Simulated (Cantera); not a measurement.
A perfectly stirred reactor is fed with CO : H2 : CH4 : O2 : N2 = 1 : 0.75 : 0.19 : 2.24 : 8.43 (molar parts), equivalence ratio 0.56, at 0.454 atm; it is adiabatic with a 525 K inlet, and is followed from long to short residence time, starting on the burning branch (τ in s: 0.096, 0.049, 0.025, 0.013, 0.0068, 0.0035, 0.0018, 0.00092, 0.00047, 0.00024, 0.00013, 6.5e-05).

Computed with Cantera and GRI-Mech 3.0 (53 species, 325 reactions).

Problem. What does this change do: O2 2.24 to 1.8 parts?

Solution. 
```csv
quantity,before,after
"blow-out, bracketed by the residence times tried","burning at 0.240 ms, out at 0.130 ms","burning at 0.240 ms, out at 0.130 ms"
x(CO) at τ = 96.0 ms,0.00223,0.00386
x(H2) at τ = 96.0 ms,0.000454,0.000805
x(CH4) at τ = 96.0 ms,1.78e-6,1.67e-6
x(HCO) at τ = 96.0 ms,9.74e-9,1.22e-8
x(HO2) at τ = 96.0 ms,1.52e-6,1.28e-6
x(CO) at τ = 1.80 ms,0.0163,0.0209
x(H2) at τ = 1.80 ms,0.00362,0.00517
x(CH4) at τ = 1.80 ms,2.71e-5,2.75e-5
x(HCO) at τ = 1.80 ms,4.90e-7,5.70e-7
x(HO2) at τ = 1.80 ms,1.02e-5,7.82e-6
```

Problem. What does this change do: inlet temperature 525 to 723 K?

Solution. 
| quantity | before | after |
|---|---|---|
| blow-out, bracketed by the residence times tried | burning at 0.240 ms, out at 0.130 ms | burning at 0.130 ms, out at 65.0 µs |
| x(CO) at τ = 96.0 ms | 0.00223 | 0.00309 |
| x(H2) at τ = 96.0 ms | 0.000454 | 0.000584 |
| x(CH4) at τ = 96.0 ms | 1.78e-6 | 1.16e-6 |
| x(HCO) at τ = 96.0 ms | 9.74e-9 | 9.08e-9 |
| x(HO2) at τ = 96.0 ms | 1.52e-6 | 1.65e-6 |
| x(CO) at τ = 1.80 ms | 0.0163 | 0.0185 |
| x(H2) at τ = 1.80 ms | 0.00362 | 0.00406 |
| x(CH4) at τ = 1.80 ms | 2.71e-5 | 1.84e-5 |
| x(HCO) at τ = 1.80 ms | 4.90e-7 | 4.48e-7 |
| x(HO2) at τ = 1.80 ms | 1.02e-5 | 7.81e-6 |
